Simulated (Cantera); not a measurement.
What does this Cantera script print?

```python
import numpy as np
import cantera as ct

gas_names = [...]  # 123 gases of nasa_gas.yaml made of C, H, O, Si
cond_names = """
    C(gr) C6H6(L) C7H8(L) C8H18(L),n-octa H2O(s) H2O(L) Si(cr) Si(L) SiC(b) SiO2(Lqz) SiO2(hqz) SiO2(L)
""".split()


# ... load() reads the species with a 1 bar reference pressure and builds the phases ...
atoms = {
    'SiO2': {'Si': 1, 'O': 2},
    'CH4': {'C': 1, 'H': 4},
    'CO': {'C': 1, 'O': 1},
}
top_T = {'C(gr)': 4500, 'SiC(b)': 3050}  # K; cautious upper limits of use, not melting points


# ... equilibrate(T, P, feed) seeds the gas with the atoms and calls Mixture.equilibrate('TP', solver="vcs", rtol=1e-11, max_steps=5000) ...
results = []
feed = {'SiO2': 1, 'CH4': 1.8, 'CO': 0.029}  # mol
P = 32  # Pa
for T in [2048, 2073, 2098, 2123, 2148, 2173, 2198, 2223]:
    mix = equilibrate(T, P, feed)
    results.append((T, P, feed, dict(zip(mix.species_names, mix.species_moles))))

top = {s: max(r[3][s] / sum(r[3][g] for g in gas_names) for r in results) for s in gas_names}
cols = sorted((s for s in top if top[s] > 1e-05), key=lambda s: -top[s])[:5]
seen = [c for c in cond_names if any(r[3].get(c, 0) > 1e-12 for r in results)]
print("log10 of partial pressures in bar; condensed amounts in mol")
print(f"{'T/K':>10s}" + "".join(f"{s[:9]:>10s}" for s in cols + seen))
for T, P, feed, n in results:
    ng = sum(n[g] for g in gas_names)
    print(f"{T:10.4g}" + "".join(f"{np.log10(max(n[s] / ng * P / 1e5, 1e-99)):10.3f}" for s in cols)
          + "".join(f"{n.get(c, 0):10.4g}" for c in seen))
```

Output:

```
log10 of partial pressures in bar; condensed amounts in mol
       T/K        H2        CO         H        Si       SiO    SiC(b)
      2048    -3.780    -4.079    -4.540    -4.646    -4.739    0.1463
      2073    -3.800    -4.074    -4.480    -4.551    -4.839    0.0718
      2098    -3.820    -4.071    -4.422    -4.481    -4.954         0
      2123    -3.834    -4.074    -4.362    -4.468    -4.980         0
      2148    -3.850    -4.077    -4.305    -4.461    -5.001         0
      2173    -3.867    -4.082    -4.250    -4.457    -5.018         0
      2198    -3.886    -4.087    -4.197    -4.457    -5.032         0
      2223    -3.907    -4.092    -4.147    -4.459    -5.044         0
```

Method: chemical equilibrium by Gibbs-energy minimisation in Cantera with the NASA 1993 tables (ideal gas, pure condensed phases). Gases not in the tables: Si2H6 and higher silanes.
